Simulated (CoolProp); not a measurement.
Vapour-liquid equilibrium of methanol (1) + benzene (2) at 402.2 K; x and y are mole fractions of (1).

Values from CoolProp's multi-fluid Helmholtz-energy mixture model, de Reuck 1993 and Thol 2012; pair parameters Bell 2016.

| x | bubble pressure (MPa) | y at the bubble point | dew pressure at overall composition x (MPa) | liquid density (mol/L) |
|---|---|---|---|---|
| 0.05 | 0.4917 | 0.246 | 0.3908 | 9.899 |
| 0.125 | 0.6126 | 0.411 | 0.4255 | 10.26 |
| 0.2 | 0.6901 | 0.494 | 0.4649 | 10.67 |
| 0.275 | 0.7405 | 0.545 | 0.5101 | 11.14 |
| 0.35 | 0.7748 | 0.580 | 0.5628 | 11.67 |
| 0.425 | 0.7996 | 0.610 | 0.6246 | 12.27 |
| 0.5 | 0.8187 | 0.637 | 0.6958 | 12.96 |
| 0.575 | 0.8338 | 0.667 | 0.7700 | 13.75 |
| 0.65 | 0.8454 | 0.701 | 0.8258 | 14.66 |
| 0.725 | 0.8525 | 0.743 | 0.8502 | 15.70 |
| 0.8 | 0.8539 | 0.795 | 0.8537 | 16.90 |
| 0.875 | 0.8482 | 0.859 | 0.8458 | 18.28 |
| 0.95 | 0.8343 | 0.938 | 0.8319 | 19.88 |

y crosses x between x = 0.725 and 0.8: the model has an azeotrope there.

Pair parameters are fitted to limited data, so mixtures are less certain than the pure fluids.
